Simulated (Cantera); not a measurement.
Mixture: 7.05 % CH4, 19.6 % O2, 73.3 % N2, equivalence ratio 0.72, at 23.0 bar, adiabatic and at constant volume. Ignition delay is the time to a rise of 400 K.

Computed with Cantera and GRI-Mech 3.0 (53 species, 325 reactions). The pressure lies above the range GRI-Mech 3.0 was tuned for (to about 10 atm).

Problem. Predict: delay at 1200 K; delay at 1350 K; delay at 1500 K; delay at 1650 K; apparent activation energy between 1575 and 1725 K.

Solution. 
| Property | Result |
|---|---|
| delay at 1200 K | 1.59 ms |
| delay at 1350 K | 0.300 ms |
| delay at 1500 K | 72.9 µs |
| delay at 1650 K | 21.2 µs |
| apparent activation energy between 1575 and 1725 K | 170 kJ/mol |
